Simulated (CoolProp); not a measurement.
Vapour-liquid equilibrium of acetone (1) + dimethyl carbonate (2) at 133.15 °C; x and y are mole fractions of (1).

Values from CoolProp's multi-fluid Helmholtz-energy mixture model, Lemmon 2006 and Zhou 2011; pair parameters Bell 2016.

Problem. Give the bubble pressure and the first vapour's composition at x = 0.35, 0.65, 0.725. Is there an azeotrope?

Solution. x = 0.35: 5.035 bar, y = 0.536; x = 0.65: 6.386 bar, y = 0.790; x = 0.725: 6.736 bar, y = 0.842. No azeotrope shows between x = 0.05 and 0.95.

Pair parameters are fitted to limited data, so mixtures are less certain than the pure fluids. The gap from Raoult's law changes sign with composition, which may be real or a fault of the pair parameters; it wasn't checked against measurements.
